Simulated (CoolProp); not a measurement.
Vapour-liquid equilibrium of isobutene (1) + ethanol (2) at 0.794 MPa; x and y are mole fractions of (1).

The numbers come from the multi-fluid Helmholtz-energy mixture model, Lemmon 2005 and Schroeder 2014; pair parameters Bell 2016 in CoolProp.

```
x      bubble temperature (K)  y at the bubble point  dew temperature at overall composition x (K)  liquid density (mol/L)
-----  ----------------------  ---------------------  --------------------------------------------  ----------------------
0.05                    398.2                  0.371                                         413.0                   14.39
0.125                   374.3                  0.711                                         409.9                   14.37
0.2                     357.6                  0.845                                         406.6                   14.14
0.275                   348.4                  0.895                                         403.1                   13.75
0.35                    343.9                  0.914                                         399.4                   13.28
0.425                     ___                  0.922                                         395.3                   12.77
0.5                     341.3                  0.925                                           ___                   12.26
0.575                   341.0                  0.926                                         385.7                     ___
0.65                    340.6                  0.928                                         379.8                   11.28
0.725                   339.8                  0.933                                         372.9                   10.85
0.8                     338.7                  0.942                                         364.2                   10.46
0.875                   337.1                    ___                                         352.4                   10.11
0.95                    335.2                  0.979                                         337.7                   9.804
```

Complete the blanks.


- 0.425, bubble temperature (K): 342.0
- 0.5, dew temperature at overall composition x (K): 390.8
- 0.575, liquid density (mol/L): 11.76
- 0.875, y at the bubble point: 0.956

No azeotrope shows between x = 0.05 and 0.95.

The pair parameters rest on a limited set of measurements; away from them the model extrapolates. With so large a gap from Raoult's law the liquid may split in two, which this calculation doesn't test in full.
